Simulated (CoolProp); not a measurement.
Vapour-liquid equilibrium of isobutane (1) + R245fa (2) at 291.4 K; x and y are mole fractions of (1).

The numbers come from the multi-fluid Helmholtz-energy mixture model, Bücker 2006 and Akasaka 2015; pair parameters Bell 2016 in CoolProp.

Q: Give the bubble pressure and the first vapour's composition at x = 0.2, 0.35, 0.5. Is there an azeotrope?

A: x = 0.2: 2.668 bar, y = 0.613; x = 0.35: 2.989 bar, y = 0.675; x = 0.5: 3.101 bar, y = 0.702. y crosses x between x = 0.65 and 0.8: the model has an azeotrope there.

Pair parameters are fitted to limited data, so mixtures are less certain than the pure fluids. With so large a gap from Raoult's law the liquid may split in two, which this calculation doesn't test in full.
